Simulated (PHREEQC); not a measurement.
Dissolve 0.0096 mol/kgw KH2PO4, 0.0073 mol/kgw HNO3 and 4.9e-05 mol/kgw ZnSO4 at 28 °C. Closed to the air; pH follows from the charge balance.

All values are PHREEQC results (ion-association model, wateq4f.dat), not measurements.

This is a speciation only: nothing precipitates in the calculation.

Task: Order these S species by the share of S that they hold, largest first: KSO4-, ZnSO4, SO4-2, HSO4-.

Result: SO4-2 (76 %), HSO4- (20 %), KSO4- (3.4 %), ZnSO4 (0.35 %)

The pH is 2.43 and the ionic strength 0.0139 mol/kgw. H3PO4, which wateq4f.dat lacks, is added to it with the constant of phreeqc.dat. The database has no phosphate complexes of Zn.
